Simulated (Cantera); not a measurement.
What does this Cantera script print?

```python
import numpy as np
import cantera as ct

surf = ct.Interface("diamond.yaml", "diamond_100")
gas, bulk = surf.adjacent["gas"], surf.adjacent["diamond"]
k = surf.kinetics_species_index(bulk.species_names[0])
cover = ["c6HH", "c6H*", "c6*H", "c6**", "c6HM", "c6B"]

rows, drift = [], 0.0
print(f"{'xCH3':>10s}{'um/h':>11s}" + "".join(f"{s:>11s}" for s in cover))
for v in [1e-06, 2.1e-06, 4.3e-06, 8.8e-06, 1.8e-05, 3.7e-05, 7.7e-05, 0.00016, 0.00033]:
    T, P, xH, xCH3 = 1075, 1200, 0.0014, v
    gas.TPX = T, P, {"H": xH, "CH3": xCH3, "CH4": 0.009, "H2": 1 - xH - xCH3 - 0.009}
    surf.TP = bulk.TP = T, P
    surf.coverages = "c6H*:0.1, c6HH:0.9"
    surf.advance_coverages(100.0)
    before = surf.coverages
    surf.advance_coverages(100.0)
    drift = max(drift, np.max(np.abs(surf.coverages - before) / (surf.coverages + 1e-9)))
    rate = surf.net_production_rates[k] * bulk.mean_molecular_weight / bulk.density * 3.6e9
    rows.append([rate, *surf[cover].coverages])
    print(f"{v:10.4g}{rate:11.4e}" + "".join(f"{x:11.3e}" for x in rows[-1][1:]))
```

Output:

```
      xCH3       um/h       c6HH       c6H*       c6*H       c6**       c6HM        c6B
     1e-06 2.1919e-03  5.376e-01  2.513e-02  4.227e-01  1.448e-02  6.575e-05  5.948e-12
   2.1e-06 4.6021e-03  5.375e-01  2.513e-02  4.227e-01  1.447e-02  1.380e-04  1.249e-11
   4.3e-06 9.4198e-03  5.374e-01  2.512e-02  4.226e-01  1.446e-02  2.826e-04  2.556e-11
   8.8e-06 1.9263e-02  5.372e-01  2.511e-02  4.224e-01  1.445e-02  5.779e-04  5.227e-11
   1.8e-05 3.9339e-02  5.367e-01  2.509e-02  4.220e-01  1.441e-02  1.180e-03  1.067e-10
   3.7e-05 8.0603e-02  5.357e-01  2.504e-02  4.212e-01  1.434e-02  2.419e-03  2.187e-10
   7.7e-05 1.6661e-01  5.337e-01  2.494e-02  4.195e-01  1.419e-02  5.003e-03  4.521e-10
   0.00016 3.4143e-01  5.296e-01  2.473e-02  4.160e-01  1.389e-02  1.026e-02  9.265e-10
   0.00033 6.8502e-01  5.215e-01  2.433e-02  4.092e-01  1.331e-02  2.064e-02  1.859e-09
```

Detailed kinetics in Cantera: the Harris–Goodwin 1993 mechanism for the reconstructed diamond (100) surface.
